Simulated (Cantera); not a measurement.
A perfectly stirred reactor is fed with 7.95 % H2, 20.9 % O2, 71.1 % N2, equivalence ratio 0.19, at 0.410 bar; it is held at 1200 K, and followed from long to short residence time.

Detailed kinetics in Cantera: the H2/O2 subset of GRI-Mech 3.0, which has no nitrogen chemistry. The temperature is held fixed by assumption; the heat of reaction is taken as removed at once.

Problem. Predict: x(H2) at τ = 0.820 s; x(O2) at τ = 0.820 s; x(HO2) at τ = 0.820 s; x(H) at τ = 0.820 s; x(OH) at τ = 0.820 s; x(H2) at τ = 10.0 ms; x(O2) at τ = 10.0 ms; x(HO2) at τ = 10.0 ms; x(H) at τ = 10.0 ms; x(OH) at τ = 10.0 ms.

Solution. 
```
Item                     Result
---------------------  --------
x(H2) at τ = 0.820 s    8.44e-5
x(O2) at τ = 0.820 s      0.176
x(HO2) at τ = 0.820 s   3.19e-6
x(H) at τ = 0.820 s     2.12e-6
x(OH) at τ = 0.820 s   0.000137
x(H2) at τ = 10.0 ms    0.00132
x(O2) at τ = 10.0 ms      0.176
x(HO2) at τ = 10.0 ms   2.24e-5
x(H) at τ = 10.0 ms    0.000172
x(OH) at τ = 10.0 ms   0.000633
```
